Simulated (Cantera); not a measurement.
Input: 1 mol Zr, 0.22 mol N2O, 0.72 mol N2, held at 0.00130 bar.

These are equilibrium values from Cantera (NASA tables, ideal gas, pure condensed phases), not measurements of a reactor. Candidate condensed phases: Zr, ZrN, ZrO2; 13 gas species. Mutual solubility and eutectic melting of coexisting phases are not modelled. ZrN: taken at fixed stoichiometry. Condensed phases not in the tables: solid solutions among these carbides, nitrides and lower oxides. Kinetics and transport are ignored.

x: gas mole fraction; n: condensed amount in mol.

| T (K) | x N2 | x ZrO | x ZrO2 | x Zr | x O | x N | n ZrN(s) | n ZrO2(monoclinic) | n ZrO2(tetragonal) | n ZrO2(s) |
|---|---|---|---|---|---|---|---|---|---|---|
| 1298 | 1.00 | <1e-12 | <1e-12 | <1e-12 | <1e-12 | <1e-12 | 0.890 | 0.110 | 0 | 0 |
| 1498 | 1.00 | <1e-12 | <1e-12 | <1e-12 | <1e-12 | [?] | 0.890 | 0 | 0.110 | 0 |
| 1698 | 1.00 | 1.79e-10 | 6.25e-12 | <1e-12 | 9.87e-12 | 1.48e-10 | 0.890 | 0 | 0.110 | 0 |
| 1898 | 1.00 | 6.79e-8 | 2.08e-9 | 4.15e-11 | 9.79e-10 | 5.31e-9 | 0.890 | 0 | 0.110 | 0 |
| 2098 | 1.000 | [?] | [?] | [?] | [?] | [?] | 0.890 | 0 | 0.110 | 0 |
| 2298 | 1.000 | 0.000414 | 1.05e-5 | 1.60e-6 | 8.86e-7 | 1.06e-6 | 0.890 | 0 | 0.110 | 0 |
| 2498 | 0.989 | 0.0111 | 0.000263 | 8.76e-5 | 1.18e-5 | 7.91e-6 | 0.887 | 0 | 0.107 | 0 |
| 2698 | 0.803 | 0.190 | 0.00403 | 0.00289 | 0.000103 | 3.98e-5 | 0.826 | 0 | 0 | 0.0452 |

Question: Fill in the missing entries.

Answer: 
- 1498, x N: 1.60e-12
- 2098, x ZrO: 8.12e-6
- 2098, x ZrO2: 2.24e-7
- 2098, x Zr: 1.36e-8
- 2098, x O: 4.06e-8
- 2098, x N: 9.64e-8
